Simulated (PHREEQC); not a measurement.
1 kg of water holding 0.027 mol/kgw NaCl meets 20 L of dry gas (CH4 1 by moles) at fixed total pressure, at 30 atm; fugacities by Peng-Robinson. The gases take part in no redox reaction, some water evaporates into the gas, and hydrates or a liquid gas phase aren't modelled. Nothing may precipitate in this run.

Equilibrium calculation in PHREEQC: ion-association model, phreeqc.dat.

```json
[
 {"T (°C)": "10", "dissolved CH4 (mol/kgw)": "0.0618", "φ of CH4": "0.924"},
 {"T (°C)": "20", "dissolved CH4 (mol/kgw)": "0.0472", "φ of CH4": "?"},
 {"T (°C)": "30", "dissolved CH4 (mol/kgw)": "0.0385", "φ of CH4": "0.939"},
 {"T (°C)": "40", "dissolved CH4 (mol/kgw)": "0.0332", "φ of CH4": "?"},
 {"T (°C)": "50", "dissolved CH4 (mol/kgw)": "0.0299", "φ of CH4": "?"},
 {"T (°C)": "60", "dissolved CH4 (mol/kgw)": "0.0280", "φ of CH4": "?"},
 {"T (°C)": "70", "dissolved CH4 (mol/kgw)": "0.0269", "φ of CH4": "?"},
 {"T (°C)": "80", "dissolved CH4 (mol/kgw)": "0.0264", "φ of CH4": "?"},
 {"T (°C)": "90", "dissolved CH4 (mol/kgw)": "0.0265", "φ of CH4": "0.969"}
]
```

Complete the blanks.


- 20, φ of CH4: 0.932
- 40, φ of CH4: 0.946
- 50, φ of CH4: 0.951
- 60, φ of CH4: 0.956
- 70, φ of CH4: 0.961
- 80, φ of CH4: 0.965

Species that the database lacks are ignored. At this temperature some constants are extrapolated from 25 °C, and those without enthalpy data are left unchanged.
